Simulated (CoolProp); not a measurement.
Saturation properties of R143a.

Computed with CoolProp (reference Helmholtz-energy equation of state, Lemmon and Jacobsen 2000).

```tsv
T (K)	p (bar)	enthalpy of vaporisation (kJ/kg)	vapour Z	surface tension (mN/m)
254.3	3.289	205.0	0.8942	10.2
261	4.166	199.2	0.8766	9.27
267.6	5.194	193.2	0.8574	8.38
274.3	6.422	186.7	0.8360	7.49
281	7.856	179.7	0.8125	6.63
287.6	9.490	172.4	0.7872	5.79
294.3	11.40	164.3	0.7592	4.97
301	13.58	155.5	0.7284	4.18
307.6	16.02	146.0	0.6950	3.43
314.3	18.82	135.2	0.6573	2.69
321	21.98	122.9	0.6148	2.00
327.6	25.48	108.7	0.5665	1.36
334.3	29.46	90.71	0.5072	0.767
```

It boils at 225.9 K under 1 atm.

Surface tension comes from a separate correlation (Mulero 2014).
